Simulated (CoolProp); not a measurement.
Vapour-liquid equilibrium of C2F6 (R116) (1) + propylene (2) at 0.744 MPa; x and y are mole fractions of (1).

Computed with CoolProp (multi-fluid Helmholtz-energy mixture model, Lemmon 2006 and Lemmon 2013; pair parameters Bell 2016).

```json
[
 {"x": "0.05", "bubble temperature, mixture model (K)": "266.5", "bubble temperature, Raoult's law (K)": "278.0", "y, mixture model": "0.352", "y, Raoult's law": "0.141"},
 {"x": "0.125", "bubble temperature, mixture model (K)": "254.0", "bubble temperature, Raoult's law (K)": "273.3", "y, mixture model": "0.578", "y, Raoult's law": "0.311"},
 {"x": "0.2", "bubble temperature, mixture model (K)": "248.5", "bubble temperature, Raoult's law (K)": "269.1", "y, mixture model": "0.661", "y, Raoult's law": "0.445"},
 {"x": "0.275", "bubble temperature, mixture model (K)": "246.1", "bubble temperature, Raoult's law (K)": "265.4", "y, mixture model": "0.696", "y, Raoult's law": "0.552"},
 {"x": "0.35", "bubble temperature, mixture model (K)": "245.0", "bubble temperature, Raoult's law (K)": "262.0", "y, mixture model": "0.714", "y, Raoult's law": "0.639"},
 {"x": "0.425", "bubble temperature, mixture model (K)": "244.3", "bubble temperature, Raoult's law (K)": "259.0", "y, mixture model": "0.726", "y, Raoult's law": "0.711"},
 {"x": "0.5", "bubble temperature, mixture model (K)": "243.7", "bubble temperature, Raoult's law (K)": "256.2", "y, mixture model": "0.737", "y, Raoult's law": "0.772"},
 {"x": "0.575", "bubble temperature, mixture model (K)": "243.2", "bubble temperature, Raoult's law (K)": "253.7", "y, mixture model": "0.751", "y, Raoult's law": "0.822"},
 {"x": "0.65", "bubble temperature, mixture model (K)": "242.7", "bubble temperature, Raoult's law (K)": "251.3", "y, mixture model": "0.769", "y, Raoult's law": "0.865"},
 {"x": "0.725", "bubble temperature, mixture model (K)": "242.2", "bubble temperature, Raoult's law (K)": "249.2", "y, mixture model": "0.793", "y, Raoult's law": "0.902"},
 {"x": "0.8", "bubble temperature, mixture model (K)": "241.8", "bubble temperature, Raoult's law (K)": "247.1", "y, mixture model": "0.827", "y, Raoult's law": "0.934"},
 {"x": "0.875", "bubble temperature, mixture model (K)": "241.7", "bubble temperature, Raoult's law (K)": "245.3", "y, mixture model": "0.874", "y, Raoult's law": "0.961"},
 {"x": "0.95", "bubble temperature, mixture model (K)": "241.9", "bubble temperature, Raoult's law (K)": "243.5", "y, mixture model": "0.941", "y, Raoult's law": "0.986"}
]
```

The largest gap from Raoult's law is -20.6 K in bubble temperature, at x = 0.2. y crosses x between x = 0.8 and 0.875: the model has an azeotrope there.

Pair parameters are fitted to limited data, so mixtures are less certain than the pure fluids. With so large a gap from Raoult's law the liquid may split in two, which this calculation doesn't test in full.
